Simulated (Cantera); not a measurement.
Gas mixture: 100 % O2, at 1.01 bar, frozen composition.

Cantera's kinetic-theory transport with the Lennard-Jones parameters of GRI-Mech 3.0, ideal gas; thermal conductivity in the mixture-averaged form.

One state of this run: ρ (kg/m³) = 0.205; cp (J/kg/K) = 1174; μ (µPa s) = 72.7; λ (mW/m/K) = 121; Pr = 0.707; D (cm²/s) C2H2 = 3.99; D (cm²/s) CO2 = 3.80; D (cm²/s) H = 29.6. D: mixture-averaged diffusion coefficient of that species in the mixture.

### Question
Which value of T (K) does it belong to?
A) 1150
B) 1900
C) 900
D) 1400

### Answer
B, 1900
